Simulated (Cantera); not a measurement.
Cantera run:

```python
import numpy as np
import cantera as ct

gas_names = [...]  # 109 gases of nasa_gas.yaml made of C, Cl, H, Si
cond_names = """
    C(gr) C6H6(L) C7H8(L) C8H18(L),n-octa Si(cr) Si(L) SiC(b)
""".split()


# ... load() reads the species with a 1 bar reference pressure and builds the phases ...
atoms = {
    '(CH3)2SiCl2': {'C': 2, 'H': 6, 'Si': 1, 'CL': 2},
    'C2H4': {'C': 2, 'H': 4},
    'H2': {'H': 2},
}
top_T = {'C(gr)': 4500, 'SiC(b)': 3050}  # K; cautious upper limits of use, not melting points


# ... equilibrate(T, P, feed) seeds the gas with the atoms and calls Mixture.equilibrate('TP', solver="vcs", rtol=1e-11, max_steps=5000) ...
results = []
feed = {'(CH3)2SiCl2': 1, 'C2H4': 0.052, 'H2': 430}  # mol
T = 2150  # K
P = 15000  # Pa
mix = equilibrate(T, P, feed)
results.append((T, P, feed, dict(zip(mix.species_names, mix.species_moles))))
print(gas.report(threshold=1e-05))
for i in range(1, mix.n_phases):
    print(f"{mix.phase(i).name:16s} {mix.phase_moles(i):12.5e} mol")
```

Result:

```
       temperature   2150 K
          pressure   15000 Pa
           density   0.0018486 kg/m^3
  mean mol. weight   2.2031 kg/kmol
   phase of matter   gas

                          1 kg             1 kmol
                     ---------------   ---------------
          enthalpy        2.7414e+07        6.0396e+07  J
   internal energy          1.93e+07         4.252e+07  J
           entropy             94259        2.0766e+05  J/K
    Gibbs function       -1.7524e+08       -3.8608e+08  J
 heat capacity c_p             15709             34608  J/K
 heat capacity c_v             11935             26293  J/K

                      mass frac. Y      mole frac. X     chem. pot. / RT
                     ---------------   ---------------   ---------------
               CH4        0.00026127        3.5879e-05           -46.348
    C2H2,acetylene          0.015993         0.0013532           -27.813
                CL        0.00058595        3.6415e-05           -28.197
                 H         0.0049398          0.010797           -10.814
               HCL          0.074988         0.0045314           -39.011
                H2           0.89951           0.98299           -21.628
                Si         0.0020776        0.00016298           -8.5103
               SiH        0.00040401        3.0594e-05           -19.324
              SiH2        0.00034314        2.5114e-05           -30.138
     [ +100 minor]        0.00089535        3.6508e-05

C(gr)             0.00000e+00 mol
Si(L)             0.00000e+00 mol
SiC(b)            8.89348e-01 mol
```

Cantera equilibrium calculation (NASA polynomials, part measured and part estimated; ideal gas, pure solids and liquids). The feed counts by its element totals alone. Gases not in the tables: Si2H6 and higher silanes.
